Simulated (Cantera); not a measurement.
Gas mixture: NH3 = 0.62 (molar parts), at 0.0210 bar, frozen composition.

Cantera's kinetic-theory transport with the Lennard-Jones parameters of GRI-Mech 3.0, ideal gas; thermal conductivity in the multicomponent form. Polar gases are described roughly by these parameters. The composition is frozen, though it would react at the higher temperatures.

D: mixture-averaged diffusion coefficient of that species in the mixture.

```csv
T (K),ρ (kg/m³),cp (J/kg/K),μ (µPa s),λ (mW/m/K),Pr,D (cm²/s) OH,D (cm²/s) O,D (cm²/s) CH4
400,0.0108,2269,13.9,44.2,0.715,28.7,?,18.7
500,0.00860,2466,17.4,60.1,0.716,43.0,?,28.4
600,0.00717,2662,20.9,77.6,0.717,59.5,?,39.8
700,0.00615,2844,24.3,95.9,0.719,77.9,?,52.7
800,0.00538,3009,27.5,115,0.721,98.3,?,66.9
900,0.00478,3162,30.6,134,0.723,120,?,82.3
1000,0.00430,3319,33.6,154,0.724,144,?,99.0
1100,0.00391,3454,36.5,174,0.726,169,?,117
```

Q: Complete the blanks.

A: 
- 400, D (cm²/s) O: 29.1
- 500, D (cm²/s) O: 43.7
- 600, D (cm²/s) O: 60.4
- 700, D (cm²/s) O: 79.2
- 800, D (cm²/s) O: 99.8
- 900, D (cm²/s) O: 122
- 1000, D (cm²/s) O: 146
- 1100, D (cm²/s) O: 172
